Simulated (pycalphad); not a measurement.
Source of the numbers: pycalphad with the COST 507 light-alloy database (1999); pressure 1 atm. The data set is of 1999 and partly superseded. Phase fractions are per mole of atoms. Diffusion is slow at the low end, where real alloys seldom reach equilibrium.

Q: Give the equilibrium state of Al-1.381Si-4.299C (wt.%) at 1502 °C.

A: liquid, fraction 0.791, with 1.6 Si, 0.12 C wt.%; AL4C3, fraction 0.209, with 0.10 Si, 25.0 C wt.%.

Q: Give the equilibrium state of Al-1.381Si-4.299C (wt.%) at 227 °C.

A: fcc, fraction 0.790, with <0.01 Si, <0.01 C wt.%; AL8SIC7, fraction 0.202, with 8.6 Si, 25.6 C wt.%; AL4C3, fraction 0.008, with <0.01 Si, 25.0 C wt.%.

Database names, with the compositions (at.%) that they take in these runs: AL4C3: Al 57 C 43; AL8SIC7: Al 50 C 44 Si 6.
